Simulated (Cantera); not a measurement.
What does this Cantera script print?

```python
import numpy as np
import cantera as ct

gas = ct.Solution("gri30.yaml")
gas.TPX = 1775, 35000, {'CH4': 1, 'H2O': 2.3}
inlet = ct.Reservoir(gas, clone=True)

reactor = ct.IdealGasConstPressureReactor(gas, energy="off", clone=False)
exhaust = ct.Reservoir(gas, clone=True)
tau = [4.7, 2, 0.82, 0.34, 0.14, 0.058, 0.024, 0.01, 0.0042][0]
for a, b in ((inlet, reactor), (reactor, exhaust)):
    ct.MassFlowController(a, b, mdot=lambda t: reactor.mass / tau)
net = ct.ReactorNet([reactor])
show = ['CH4', 'H2O', 'H', 'CO', 'CH2CO', 'C2H4']

rows = []
print(f"{'tau/s':>10s}{'T/K':>9s}" + "".join(f"{s:>11s}" for s in show))
for tau in [4.7, 2, 0.82, 0.34, 0.14, 0.058, 0.024, 0.01, 0.0042]:
    net.initial_time = 0.0
    net.advance(30 * tau)
    before = gas.X
    net.advance(40 * tau)
    drift = np.max(np.abs(gas.X - before) / (gas.X + 1e-9))
    rows.append([gas.T, *gas[show].X, drift])
    print(f"{tau:10.3e}{gas.T:9.1f}" + "".join(f"{x:11.3e}" for x in gas[show].X))
```

It prints:

```
     tau/s      T/K        CH4        H2O          H         CO      CH2CO       C2H4
 4.700e+00   1775.0  8.173e-03  2.518e-01  3.628e-04  1.561e-01  3.452e-06  3.521e-05
 2.000e+00   1775.0  1.270e-02  2.736e-01  3.556e-04  1.427e-01  8.040e-06  7.698e-05
 8.200e-01   1775.0  1.927e-02  3.101e-01  3.431e-04  1.209e-01  1.764e-05  1.507e-04
 3.400e-01   1775.0  2.806e-02  3.601e-01  3.241e-04  9.297e-02  3.427e-05  2.587e-04
 1.400e-01   1775.0  4.014e-02  4.198e-01  2.970e-04  6.312e-02  5.876e-05  4.169e-04
 5.800e-02   1775.0  5.711e-02  4.803e-01  2.623e-04  3.778e-02  8.623e-05  6.802e-04
 2.400e-02   1775.0  8.184e-02  5.341e-01  2.214e-04  2.031e-02  1.066e-04  1.205e-03
 1.000e-02   1775.0  1.163e-01  5.778e-01  1.781e-04  1.020e-02  1.098e-04  2.272e-03
 4.200e-03   1775.0  1.590e-01  6.142e-01  1.348e-04  4.802e-03  9.279e-05  4.156e-03
```

Computed with Cantera and GRI-Mech 3.0 (53 species, 325 reactions).
